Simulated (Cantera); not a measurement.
Feed: 1 mol borazine, 2.3 mol NH3, 44 mol H2, 0.064 mol O2, at 1973.15 K and 0.100 bar.

Cantera equilibrium calculation (NASA polynomials, part measured and part estimated; ideal gas, pure solids and liquids). Candidate condensed phases: B, BN, B2O3, B3O3H3, H2O; 39 gas species. The feed counts by its element totals alone. The tables' values for BH2 are old estimates; treat these amounts as uncertain. Kinetics and transport are ignored.

Base state: H2 0.970, N2 0.0234, H 0.00421, HBO 0.00228, BO 0.000147, BH2 7.10e-5, B2O2 1.52e-5 (mole fractions); condensed: BN(s).

Q: What changes in the equilibrium state with this change: temperature from 1973.15 K to 1323 K?

A: 
| species | before | after |
|---|---|---|
| H2 | 0.970 | 0.976 |
| N2 | 0.0234 | 0.0227 |
| H2O | 6.43e-6 | 0.00108 |
| H | 0.00421 | 4.95e-6 |
| HBO | 0.00228 | 5.94e-5 |
| HBO2 | 2.99e-6 | 0.000420 |
| BH2 | 7.10e-5 | <1e-9 |
| BO | 0.000147 | 1.04e-8 |
| B2O2 | 1.52e-5 | 4.66e-8 |
| BN(s), mol | 2.87 | 2.96 |
| B2O3(l), mol | 0 | 0.00840 |
Mutual solubility and eutectic melting of coexisting phases are not modelled. Gases not in the tables: H3BO3.
